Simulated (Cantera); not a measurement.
# SO2 + O2 + H2 (abatement and gas-phase synthesis)

Input: 1 mol SO2, a varied amount of O2, 1 mol H2, held at 977 °C and 32.0 bar.

Equilibrium computed with Cantera from the NASA thermochemical tables; the gas is ideal and each condensed phase is pure. Candidate condensed phases: H2O, H2SO4, S; 19 gas species. The ideal-gas law is rough above about 30 bar. Gases not in the tables: S3 to S7. Kinetics and transport are ignored.

| n(O2) (mol) | x H2O | x SO2 | x O2 | x SO3 | x S2 | x H2S | x S2O | x H2 |
|---|---|---|---|---|---|---|---|---|
| 0.063 | 0.504 | 0.350 | 1.20e-12 | 3.79e-7 | 0.0683 | 0.0643 | 0.00999 | 0.00280 |
| 0.17 | 0.502 | 0.391 | 1.59e-12 | 4.86e-7 | 0.0489 | 0.0472 | 0.00821 | 0.00243 |
| 0.27 | 0.501 | 0.426 | 2.15e-12 | 6.17e-7 | 0.0318 | 0.0326 | 0.00622 | 0.00208 |
| 0.38 | 0.499 | 0.464 | 3.43e-12 | 8.47e-7 | 0.0147 | 0.0175 | 0.00364 | 0.00164 |
| 0.48 | 0.499 | 0.495 | 1.08e-11 | 1.60e-6 | 0.00170 | 0.00336 | 0.000744 | 0.000927 |
| 0.59 | 0.492 | 0.436 | 0.0164 | 0.0552 | <1e-12 | <1e-12 | <1e-12 | 2.34e-8 |
| 0.7 | 0.474 | 0.387 | 0.0513 | 0.0866 | <1e-12 | <1e-12 | <1e-12 | 1.28e-8 |
| 0.8 | 0.457 | 0.354 | 0.0857 | 0.102 | <1e-12 | <1e-12 | <1e-12 | 9.52e-9 |
| 0.91 | 0.438 | 0.325 | 0.123 | 0.113 | <1e-12 | <1e-12 | <1e-12 | 7.61e-9 |
| 1 | 0.423 | 0.305 | 0.153 | 0.118 | <1e-12 | <1e-12 | <1e-12 | 6.60e-9 |
x: gas mole fraction; nothing condenses.

From 0.063 mol O2 to 1 mol O2 nothing is condensed.
